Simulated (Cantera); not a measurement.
A closed system holds: 1 mol Si, 0.04 mol N₂O, 4.7 mol N₂, 0.0018 mol H₂O, at 1000 Pa.

These are equilibrium values from Cantera (NASA tables, ideal gas, pure condensed phases), not measurements of a reactor. Candidate condensed phases: H₂O, Si, SiO₂, Si₂N₂O, Si₃N₄; 35 gas species. Mutual solubility and eutectic melting of coexisting phases are not modelled. Rates play no part.

Task: Which condensed phases are stable at each of these points (T (K)): 1173, 1223, 1273, 1323, 1373, 1423, 1473, 1523, 1573, 1623, 1673, 1723, 1773, 1823?

Result: 
```csv
T (K),condensed phases,Si condensed (%)
1173,Si₂N₂O(s) + Si₃N₄(s),100.0
1223,Si₂N₂O(s) + Si₃N₄(s),100.0
1273,Si₂N₂O(s) + Si₃N₄(s),100.0
1323,Si₂N₂O(s) + Si₃N₄(s),100.0
1373,Si₂N₂O(s) + Si₃N₄(s),100.0
1423,Si₂N₂O(s) + Si₃N₄(s),100.0
1473,Si₂N₂O(s) + Si₃N₄(s),100.0
1523,Si₂N₂O(s) + Si₃N₄(s),100.0
1573,Si₂N₂O(s) + Si₃N₄(s),99.9
1623,Si₂N₂O(s) + Si₃N₄(s),99.8
1673,Si₂N₂O(s) + Si₃N₄(s),99.3
1723,Si₂N₂O(s) + Si₃N₄(s),97.6
1773,Si₃N₄(s),95.7
1823,Si(l),95.6
```

From 1173 K to 1723 K the condensed part is Si₂N₂O(s) + Si₃N₄(s). At 1773 K the condensed part is Si₃N₄(s). At 1823 K the condensed part is Si(l).
